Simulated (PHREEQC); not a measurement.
## Buffer: an equilibrium model

Dissolve 12 mmol/kgw NaHCO3 and 0.0576 mmol/kgw K2HPO4 at 82 °C. Closed to the air; pH follows from the charge balance.

The numbers come from PHREEQC with the ion-association model, phreeqc.dat.

This is a speciation only: nothing precipitates in the calculation.

Estimate the pH, ionic strength, specific conductance.

pH 7.91; ionic strength 0.0121 mol/kgw; specific conductance 2670 µS/cm.

In which forms is Na present?

Na+ 98 %, NaCO3- 1.3 % of the Na.

Species that the database lacks are ignored. At this temperature some constants are extrapolated from 25 °C, and those without enthalpy data are left unchanged.
